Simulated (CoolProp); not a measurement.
Properties of toluene along the isotherm 346.85 °C (Tc = 318.6 °C, pc = 41.26 bar, ω = 0.266).

The numbers come from the reference Helmholtz-energy equation of state, Lemmon 2006 in CoolProp. It is a short technical equation, of lower accuracy than the large ones.

```json
[
 {"p (bar)": "2.29", "phase": "gas", "cp (kJ/(kg K))": "2.192", "cv (kJ/(kg K))": "…", "expansivity (1/kK)": "1.710"},
 {"p (bar)": "4.58", "phase": "gas", "cp (kJ/(kg K))": "…", "cv (kJ/(kg K))": "2.099", "expansivity (1/kK)": "1.817"},
 {"p (bar)": "6.88", "phase": "gas", "cp (kJ/(kg K))": "2.220", "cv (kJ/(kg K))": "…", "expansivity (1/kK)": "1.936"},
 {"p (bar)": "9.17", "phase": "gas", "cp (kJ/(kg K))": "2.236", "cv (kJ/(kg K))": "…", "expansivity (1/kK)": "2.067"},
 {"p (bar)": "11.5", "phase": "gas", "cp (kJ/(kg K))": "…", "cv (kJ/(kg K))": "…", "expansivity (1/kK)": "2.216"},
 {"p (bar)": "13.8", "phase": "gas", "cp (kJ/(kg K))": "2.273", "cv (kJ/(kg K))": "…", "expansivity (1/kK)": "2.381"},
 {"p (bar)": "16", "phase": "gas", "cp (kJ/(kg K))": "2.294", "cv (kJ/(kg K))": "2.125", "expansivity (1/kK)": "2.558"},
 {"p (bar)": "18.3", "phase": "gas", "cp (kJ/(kg K))": "2.319", "cv (kJ/(kg K))": "2.131", "expansivity (1/kK)": "2.767"},
 {"p (bar)": "20.6", "phase": "gas", "cp (kJ/(kg K))": "2.347", "cv (kJ/(kg K))": "2.137", "expansivity (1/kK)": "…"}
]
```

**Question.** Complete the blanks.

**Answer.** 
- 2.29, cv (kJ/(kg K)): 2.094
- 4.58, cp (kJ/(kg K)): 2.205
- 6.88, cv (kJ/(kg K)): 2.104
- 9.17, cv (kJ/(kg K)): 2.109
- 11.5, cp (kJ/(kg K)): 2.254
- 11.5, cv (kJ/(kg K)): 2.114
- 13.8, cv (kJ/(kg K)): 2.119
- 20.6, expansivity (1/kK): 3.006
